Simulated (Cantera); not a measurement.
Input (Python, Cantera):

```python
import numpy as np
import cantera as ct

gas = ct.Solution("gri30.yaml")


def delay(T, t_max=10):
    gas.TPX = T, 55000, {'H2': 1, 'O2': 0.746, 'N2': 2.81}
    reactor = ct.IdealGasReactor(gas, clone=False)
    net = ct.ReactorNet([reactor])
    net.rtol, net.atol = 1e-8, 1e-16
    while net.time < t_max:
        t_old, T_old = net.time, reactor.T
        net.step()
        if reactor.T > T + 400:  # ignition: a rise of 400 K
            return t_old + (T + 400 - T_old) / (reactor.T - T_old) * (net.time - t_old)
    return np.nan


taus = []
for T in [1250, 1325, 1400, 1475, 1550]:
    taus.append(delay(T))
    print(f"T0 = {T:6g} K   tau = {taus[-1]:.4e} s")

# d ln(tau) / d ln(k), from doubling and halving each rate constant
T, sens = 1550, []
for i in range(gas.n_reactions):
    gas.set_multiplier(2.0, i)
    up = delay(T)
    gas.set_multiplier(0.5, i)
    down = delay(T)
    gas.set_multiplier(1.0, i)
    sens.append((np.log(up / down) / np.log(4.0), gas.reaction(i).equation))
sens.sort(key=lambda x: -abs(x[0]))
print(f"sensitivities at {T} K")
for s, eq in sens[:10]:
    print(f"{s:8.3f}  {eq}")
```

Result:

```
T0 =   1250 K   tau = 6.7590e-05 s
T0 =   1325 K   tau = 5.2544e-05 s
T0 =   1400 K   tau = 4.3894e-05 s
T0 =   1475 K   tau = 3.9152e-05 s
T0 =   1550 K   tau = 3.7010e-05 s
sensitivities at 1550 K
  -0.311  H + O2 <=> O + OH
  -0.193  H + O2 + H2O <=> HO2 + H2O
  -0.106  H2 + O <=> H + OH
  -0.105  H + OH + M <=> H2O + M
  -0.069  H2 + OH <=> H + H2O
  -0.066  H + O2 + N2 <=> HO2 + N2
  -0.040  H + HO2 <=> H2 + O2
  -0.035  H + O2 + M <=> HO2 + M
  -0.029  2 H + H2O <=> H2 + H2O
  -0.020  2 H + M <=> H2 + M
```

Cantera simulation using GRI-Mech 3.0 (53 species, 325 reactions); the numbers are that mechanism's predictions, not measurements. Where the delays flatten at high temperature, the 400 K rule measures the pace of heat release, not the induction time.
